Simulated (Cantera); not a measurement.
A closed system holds: 1 mol Fe, 0.012 mol CO2, 130 mol N2, at 2048 K.

Cantera equilibrium calculation (NASA polynomials, part measured and part estimated; ideal gas, pure solids and liquids). Candidate condensed phases: C, Fe, Fe(CO)5, FeO, Fe2O3, Fe3O4; 27 gas species. Each liquid is taken as pure. Mutual solubility and eutectic melting of coexisting phases are not modelled. The tables' stoichiometric FeO is somewhat more stable than real wüstite, so its field is too wide. FeO: taken at fixed stoichiometry. Kinetics and transport are ignored.

### Question
Which condensed phases are stable at each of these points (P (Pa)): 10, 41, 160, 670, 2700, 11000, 45000, 180000, 740000, 3000000?

### Answer
| P (Pa) | condensed phases | Fe condensed (%) |
|---|---|---|
| 10 | gas only | 0.0 |
| 41 | gas only | 0.0 |
| 160 | gas only | 0.0 |
| 670 | gas only | 0.0 |
| 2700 | gas only | 0.0 |
| 11000 | Fe(l) + FeO(l) | 25.9 |
| 45000 | Fe(l) + FeO(l) | 82.0 |
| 180000 | Fe(l) + FeO(l) | 95.5 |
| 740000 | Fe(l) + FeO(l) | 98.9 |
| 3000000 | Fe(l) + FeO(l) | 99.7 |

From 10.0 Pa to 2700 Pa nothing is condensed. From 11000 Pa to 3000000 Pa the condensed part is Fe(l) + FeO(l).
